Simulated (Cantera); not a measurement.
# Adiabatic ignition

An adiabatic, constant-pressure homogeneous reactor starts with CH4 : CO : O2 : N2 = 1 : 0.31 : 1.44 : 5.4 (molar parts), equivalence ratio 1.5, at 1773 K and 750 Torr.

Computed with Cantera and GRI-Mech 3.0 (53 species, 325 reactions).

| t (s) | T (K) | x CH4 | x CO | x O2 | x H2O | x CO2 | x CH2CO |
|---|---|---|---|---|---|---|---|
| 3.00e-6 | 1773 | 0.123 | 0.0380 | 0.177 | 6.85e-6 | 8.58e-7 | 3.14e-10 |
| 1.33e-5 | 1772 | 0.122 | 0.0380 | 0.177 | 6.15e-5 | 7.47e-6 | 7.47e-9 |
| 5.91e-5 | 1774 | 0.120 | 0.0381 | 0.176 | 0.00122 | 9.41e-5 | 8.35e-7 |
| 0.000262 | 2794 | <1e-12 | 0.109 | 0.00481 | 0.139 | 0.0363 | <1e-12 |
| 0.00116 | 2841 | <1e-12 | 0.110 | 0.00364 | 0.143 | 0.0365 | <1e-12 |
| 0.00516 | 2838 | <1e-12 | 0.110 | 0.00349 | 0.142 | 0.0363 | <1e-12 |
| 0.0229 | 2838 | <1e-12 | 0.110 | 0.00349 | 0.142 | 0.0363 | <1e-12 |
| 0.102 | 2838 | <1e-12 | 0.110 | 0.00349 | 0.142 | 0.0363 | <1e-12 |
| 0.451 | 2838 | <1e-12 | 0.110 | 0.00349 | 0.142 | 0.0363 | <1e-12 |
| 2.00 | 2838 | <1e-12 | 0.110 | 0.00349 | 0.142 | 0.0363 | <1e-12 |
x: mole fraction; the columns are a selection and need not sum to one.

```json
{
  "time_of_steepest_temperature_rise": "0.146 ms",
  "temperature at 2.00 s": "2838 K",
  "equilibrium_temperature": "2838 K",
  "x(CH4) at 2.00 s": "<1e-12 (gas-phase equilibrium <1e-12)",
  "x(CO) at 2.00 s": "0.110 (gas-phase equilibrium 0.110)",
  "x(O2) at 2.00 s": "0.00349 (gas-phase equilibrium 0.00349)"
}
```
